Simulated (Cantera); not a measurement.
Input: 1 mol Si₂H₆, 0.22 mol NO, 4.8 mol H₂, equilibrated at 1.33 mbar.

Cantera equilibrium calculation (NASA polynomials, part measured and part estimated; ideal gas, pure solids and liquids). Candidate condensed phases: H₂O, Si, SiO₂, Si₂N₂O, Si₃N₄; 35 gas species. The feed counts by its element totals alone. Rates play no part.

At 1600 K, list the 5 most abundant gas species with their mole fractions, and the condensed phases.

H₂ 0.958, SiO 0.0270, N₂ 0.0135, H 0.00146, Si 7.31e-5. Condensed: Si(s).
